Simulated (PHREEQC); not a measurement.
0.42 g of hydrous ferric oxide (600 m²/g; 0.2 weak and 0.005 strong sites per Fe, Dzombak-Morel constants, diffuse double layer) in 1 kg of water with 0.3 mol/kgw of an inert sodium salt and 2e-05 mol ZnSO4, at 25 °C; the pH is set by adding NaOH or the inert anion's acid. O2 is buffered at 0.21 atm. CO2 from the air is kept out. No solid was allowed to form.

The series has 17 steps of pH, from 3 to 9.

All values are PHREEQC results (ion-association model, wateq4f.dat), not measurements.

Task: Near which pH is half of the S sorbed, and on which side is more sorbed?

Result: Near pH 5.7, with more sorbed at lower pH.

Task: Near which pH is half of the Zn sorbed, and on which side is more sorbed?

Result: Near pH 6.0, with more sorbed at higher pH.

The oxide is taken as insoluble; below pH 4 it would dissolve.
